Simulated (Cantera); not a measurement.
Input (Python, Cantera) and output of one run.

```python
import numpy as np
import cantera as ct

gas_names = [...]  # 123 gases of nasa_gas.yaml made of C, H, O, Si
cond_names = """
    C(gr) C6H6(L) C7H8(L) C8H18(L),n-octa H2O(s) H2O(L) Si(cr) Si(L) SiC(b) SiO2(Lqz) SiO2(hqz) SiO2(L)
""".split()


# ... load() reads the species with a 1 bar reference pressure and builds the phases ...
atoms = {
    'HMDSO': {'Si': 2, 'C': 6, 'H': 18, 'O': 1},
    'O3': {'O': 3},
    'H2': {'H': 2},
}
top_T = {'C(gr)': 4500, 'SiC(b)': 3050}  # K; cautious upper limits of use, not melting points


# ... equilibrate(T, P, feed) seeds the gas with the atoms and calls Mixture.equilibrate('TP', solver="vcs", rtol=1e-11, max_steps=5000) ...
results = []
T = 1423  # K
P = 1000  # Pa
for m in [0.19, 0.35, 0.65, 1.2, 2.2, 4.1, 7.5]:
    feed = {'HMDSO': 1, 'O3': m, 'H2': 21}  # mol
    mix = equilibrate(T, P, feed)
    results.append((T, P, feed, dict(zip(mix.species_names, mix.species_moles))))

top = {s: max(r[3][s] / sum(r[3][g] for g in gas_names) for r in results) for s in gas_names}
cols = sorted((s for s in top if top[s] > 1e-06), key=lambda s: -top[s])[:5]
seen = [c for c in cond_names if any(r[3].get(c, 0) > 1e-12 for r in results)]
print("log10 of partial pressures in bar; condensed amounts in mol")
print(f"{'n(O3)':>10s}" + "".join(f"{s[:9]:>10s}" for s in cols + seen))
for T, P, feed, n in results:
    ng = sum(n[g] for g in gas_names)
    print(f"{feed['O3']:10.4g}" + "".join(f"{np.log10(max(n[s] / ng * P / 1e5, 1e-99)):10.3f}" for s in cols)
          + "".join(f"{n.get(c, 0):10.4g}" for c in seen))
```

Result:

```
log10 of partial pressures in bar; condensed amounts in mol
     n(O3)        H2       H2O        CO       CO2       SiO     C(gr)    SiC(b) SiO2(hqz)
      0.19    -2.022    -7.837    -3.304    -9.474    -6.160     2.433     1.998         0
      0.35    -2.029    -7.734    -3.195    -9.255    -6.050     1.954     1.997         0
      0.65    -2.041    -7.600    -3.049    -8.963    -5.904     1.057     1.996         0
       1.2    -2.058    -7.012    -2.910    -8.219    -4.833         0     1.783    0.1664
       2.2    -2.070    -6.998    -2.830    -8.113    -4.860         0    0.7837     1.168
       4.1    -2.125    -3.077    -2.799    -4.106    -8.836         0         0         2
       7.5    -2.304    -2.473    -2.892    -3.416    -9.618         0         0         2
```

These are equilibrium values from Cantera (NASA tables, ideal gas, pure condensed phases), not measurements of a reactor. The feed counts by its element totals alone. Mutual solubility and eutectic melting of coexisting phases are not modelled. The tables hold silica as quartz up to 1696 K and as liquid above; real silica turns to tridymite and cristobalite and melts near 1996 K.
